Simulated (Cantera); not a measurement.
Feed: 1 mol Si(CH3)4, 0.3 mol C2H2, 2.1 mol H2, held at 1698.15 K and 4300 Pa.

Equilibrium computed with Cantera from the NASA thermochemical tables; the gas is ideal and each condensed phase is pure. Candidate condensed phases: C, C6H6, C7H8, C8H18, Si, SiC; 87 gas species. Equilibrium is a limit: real reactors are often held back by kinetics, nucleation or transport.

Problem. What is the equilibrium state?

Solution. 
```json
{
  "x(H2)": "0.999",
  "x(H)": "0.000698",
  "x(C2H2 (acetylene))": "7.21e-5",
  "x(CH4)": "4.73e-5",
  "n(C(graphite))": "3.60 mol",
  "n(SiC(s))": "1.000 mol",
  "gas_amount": "8.403 mol",
  "log10 activity of Si(l) (absent)": "-1.83"
}
```
